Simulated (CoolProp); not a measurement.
Properties of ethylene along the isotherm -118.55 °C (Tc = 9.2 °C, pc = 5042 kPa, ω = 0.087).

The numbers come from the reference Helmholtz-energy equation of state, Smukala 2000 in CoolProp.

```tsv
p (kPa)	phase	Z	speed of sound (m/s)	fugacity coefficient
540	liquid	0.02002	1420	0.07168
1080	liquid	[?]	1424	0.03657
1620	liquid	0.05996	1428	0.02487
2160	liquid	0.07989	1432	0.01903
2700	liquid	[?]	1435	0.01553
3240	liquid	[?]	1439	0.01320
3780	liquid	0.1395	1443	0.01154
4320	liquid	0.1593	1447	0.01030
4860	liquid	0.1791	1450	0.009344
5400	liquid	[?]	1454	0.008578
5940	liquid	[?]	1458	0.007955
6480	liquid	0.2383	1461	0.007438
7020	liquid	0.2579	1465	0.007004
7560	liquid	0.2776	1469	0.006634
```

Fill in the missing entries.


- 1080, Z: 0.04000
- 2700, Z: 0.09978
- 3240, Z: 0.1196
- 5400, Z: 0.1988
- 5940, Z: 0.2186
